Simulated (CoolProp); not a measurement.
The numbers come from the reference Helmholtz-energy equation of state, Wu 2011 in CoolProp.

### Question
Give the vapour pressure (MPa), liquid density (kg/m³), surface tension (mN/m) of saturated dimethyl ether at 286.8, 310.8, 322.8 K.

### Answer
```
T (K)  p (MPa)  liquid density (kg/m³)  surface tension (mN/m)
-----  -------  ----------------------  ----------------------
286.8    0.419                     679                    12.9
310.8    0.837                     640                    9.58
322.8     1.13                     619                    7.99
```

Surface tension comes from a separate correlation (Mulero 2012).
